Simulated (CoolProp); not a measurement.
Vapour-liquid equilibrium of ethanol (1) + hexamethyldisiloxane (MM) (2) at 468.7 K; x and y are mole fractions of (1).

The numbers come from the multi-fluid Helmholtz-energy mixture model, Schroeder 2014 and Thol 2016; pair parameters Bell 2016 in CoolProp.

```tsv
x	bubble pressure (MPa)	y at the bubble point	dew pressure at overall composition x (MPa)	liquid density (mol/L)
0.05	1.029	0.157	0.9031	3.384
0.15	1.327	0.347	1.020	3.622
0.25	1.569	0.462	[?]	3.909
0.35	1.774	0.547	[?]	4.267
0.45	1.955	0.619	[?]	4.729
0.55	2.120	0.687	1.781	5.339
0.65	[?]	0.753	2.031	6.159
0.75	2.411	0.821	2.264	7.271
0.85	2.542	0.892	2.465	8.789
0.95	2.668	0.965	2.643	10.90
```

**Question.** Some entries are withheld; supply them.

**Answer.** 
- 0.25, dew pressure at overall composition x (MPa): 1.161
- 0.35, dew pressure at overall composition x (MPa): 1.333
- 0.45, dew pressure at overall composition x (MPa): 1.541
- 0.65, bubble pressure (MPa): 2.271

No azeotrope shows between x = 0.05 and 0.95.

The pair parameters rest on a limited set of measurements; away from them the model extrapolates.
